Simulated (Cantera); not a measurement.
Input: 1 mol C2H4, 2.1 mol CO2, 25 mol N2, held at 1525 K and 458 Torr.

Cantera equilibrium calculation (NASA polynomials, part measured and part estimated; ideal gas, pure solids and liquids). Candidate condensed phases: C, C6H6, C7H8, C8H18, H2O; 136 gas species. Rates play no part.

Q: What is the equilibrium state?

A: 
```json
{
 "x(N2)": "0.804",
 "x(CO)": "0.130",
 "x(H2)": "0.0625",
 "x(H2O)": "0.00181",
 "x(CO2)": "0.00140",
 "x(H)": "7.57e-6",
 "x(HCN)": "1.11e-6",
 "gas_amount": "31.10 mol",
 "log10 activity of C(graphite) (absent)": "-2.40"
}
```
